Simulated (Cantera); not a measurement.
Input: 1 mol C3H6, 2.2 mol H2, 3.2 mol N2, held at 2548.15 K and 120 Pa.

Cantera equilibrium calculation (NASA polynomials, part measured and part estimated; ideal gas, pure solids and liquids). Candidate condensed phases: C, C6H6, C7H8, C8H18; 92 gas species. Equilibrium is a limit: real reactors are often held back by kinetics, nucleation or transport.

Base state: H 0.442, N2 0.283, H2 0.245, HCN 0.0210, C2H2 (acetylene) 0.00323, HNC 0.00259, CN 0.00234, C3 0.000863 (mole fractions); condensed: C(graphite).

Question: What changes in the equilibrium state with this change: pressure from 120 Pa to 250000 Pa?

Answer: 
| species | before | after |
|---|---|---|
| H2 | 0.245 | 0.579 |
| N2 | 0.283 | 0.358 |
| HCN | 0.0210 | 0.0363 |
| H | 0.442 | 0.0149 |
| CH4 | 9.97e-9 | 0.000116 |
| C3 | 0.000863 | 4.14e-7 |
| C(graphite), mol | 2.61 | 2.52 |
